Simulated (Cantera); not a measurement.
Abatement and gas-phase synthesis: NF3 + SO2 + H2

Charge: 1 mol NF3, 0.4 mol SO2, 2.6 mol H2, held at 13300 Pa.

Cantera equilibrium calculation (NASA polynomials, part measured and part estimated; ideal gas, pure solids and liquids). Candidate condensed phases: H2O, H2SO4, S; 100 gas species. Ions and electrons are included (thermal ionisation). Equilibrium is a limit: real reactors are often held back by kinetics, nucleation or transport.

```json
[
 {"T (K)": "2000", "x HF": "0.616", "x H": "0.00143", "x F": "3.52e-6", "x H2": "0.103", "x H2O": "0.117", "x N2": "0.103", "x O": "1.64e-6", "x S": "0.00132", "x SO": "0.00868", "x S2": "0.0229", "x SO2": "0.0191", "x OH": "0.000162", "x N": "7.92e-10"},
 {"T (K)": "2500", "x HF": "0.597", "x H": "0.0238", "x F": "0.000249", "x H2": "0.119", "x H2O": "0.0829", "x N2": "0.0995", "x O": "0.000449", "x S": "0.00985", "x SO": "0.0290", "x S2": "0.00674", "x SO2": "0.0215", "x OH": "0.00342", "x N": "2.52e-7"},
 {"T (K)": "3000", "x HF": "0.538", "x H": "0.127", "x F": "0.00491", "x H2": "0.0861", "x H2O": "0.0405", "x N2": "0.0894", "x O": "0.0179", "x S": "0.0214", "x SO": "0.0345", "x S2": "0.000950", "x SO2": "0.0116", "x OH": "0.0198", "x N": "1.14e-5"},
 {"T (K)": "3500", "x HF": "0.398", "x H": "0.289", "x F": "0.0485", "x H2": "0.0319", "x H2O": "0.00348", "x N2": "0.0728", "x O": "0.0763", "x S": "0.0428", "x SO": "0.0137", "x S2": "0.000310", "x SO2": "0.000804", "x OH": "0.0145", "x N": "0.000164"},
 {"T (K)": "4000", "x HF": "0.173", "x H": "0.428", "x F": "0.187", "x H2": "0.00961", "x H2O": "0.000136", "x N2": "0.0587", "x O": "0.0883", "x S": "0.0457", "x SO": "0.00169", "x S2": "5.35e-5", "x SO2": "1.03e-5", "x OH": "0.00353", "x N": "0.00118"},
 {"T (K)": "4500", "x HF": "0.0401", "x H": "0.501", "x F": "0.276", "x H2": "0.00279", "x H2O": "6.68e-6", "x N2": "0.0495", "x O": "0.0822", "x S": "0.0417", "x SO": "0.000237", "x S2": "1.02e-5", "x SO2": "2.07e-7", "x OH": "0.000839", "x N": "0.00548"},
 {"T (K)": "5000", "x HF": "0.00881", "x H": "0.515", "x F": "0.295", "x H2": "0.000855", "x H2O": "5.09e-7", "x N2": "0.0411", "x O": "0.0801", "x S": "0.0402", "x SO": "5.29e-5", "x S2": "2.91e-6", "x SO2": "9.98e-9", "x OH": "0.000248", "x N": "0.0184"}
]
```
x: gas mole fraction; nothing condenses.

From 2000 K to 5000 K nothing is condensed.
